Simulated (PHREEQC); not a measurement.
A solution holds 4 mmol/kgw K2CO3, 5.9 mmol/kgw CO2 and 0.076 mmol/kgw K3PO4, at 25 °C. Closed to the air; pH follows from the charge balance.

All values are PHREEQC results (ion-association model, wateq4f.dat), not measurements.

**Question.** The ionic strength comes out as 0.00826 mol/kgw. What activity coefficients do HPO4-2, H2PO4-, K+, CO3-2, HCO3- get?

**Answer.** HPO4-2 0.69, H2PO4- 0.91, K+ 0.91, CO3-2 0.69, HCO3- 0.91.

No solid was allowed to form. H3PO4, which wateq4f.dat lacks, is added to it with the constant of phreeqc.dat.
